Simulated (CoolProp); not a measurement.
Vapour-liquid equilibrium of n-octane (1) + p-xylene (2) at 9.34 bar; x and y are mole fractions of (1).

Computed with CoolProp (multi-fluid Helmholtz-energy mixture model, Beckmüller 2019 and Zhou 2012; pair parameters Bell 2016).

```json
[
 {"x": "0.05", "bubble temperature, mixture model (°C)": "(withheld)", "bubble temperature, Raoult's law (°C)": "245.4", "y, mixture model": "0.067", "y, Raoult's law": "0.064"},
 {"x": "0.2", "bubble temperature, mixture model (°C)": "(withheld)", "bubble temperature, Raoult's law (°C)": "242.7", "y, mixture model": "0.246", "y, Raoult's law": "0.246"},
 {"x": "0.35", "bubble temperature, mixture model (°C)": "237.9", "bubble temperature, Raoult's law (°C)": "240.1", "y, mixture model": "0.402", "y, Raoult's law": "0.413"},
 {"x": "0.5", "bubble temperature, mixture model (°C)": "235.4", "bubble temperature, Raoult's law (°C)": "237.6", "y, mixture model": "0.546", "y, Raoult's law": "0.567"},
 {"x": "0.65", "bubble temperature, mixture model (°C)": "(withheld)", "bubble temperature, Raoult's law (°C)": "235.2", "y, mixture model": "(withheld)", "y, Raoult's law": "0.708"},
 {"x": "0.8", "bubble temperature, mixture model (°C)": "231.7", "bubble temperature, Raoult's law (°C)": "232.9", "y, mixture model": "0.819", "y, Raoult's law": "0.840"},
 {"x": "0.95", "bubble temperature, mixture model (°C)": "(withheld)", "bubble temperature, Raoult's law (°C)": "230.6", "y, mixture model": "0.955", "y, Raoult's law": "0.961"}
]
```

Problem. Complete the blanks.

Solution. 
- 0.05, bubble temperature, mixture model (°C): 244.8
- 0.2, bubble temperature, mixture model (°C): 240.9
- 0.65, bubble temperature, mixture model (°C): 233.4
- 0.65, y, mixture model: 0.684
- 0.95, bubble temperature, mixture model (°C): 230.3

The largest gap from Raoult's law is -2.2 K in bubble temperature, at x = 0.35. No azeotrope shows between x = 0.05 and 0.95.

Pair parameters are fitted to limited data, so mixtures are less certain than the pure fluids.
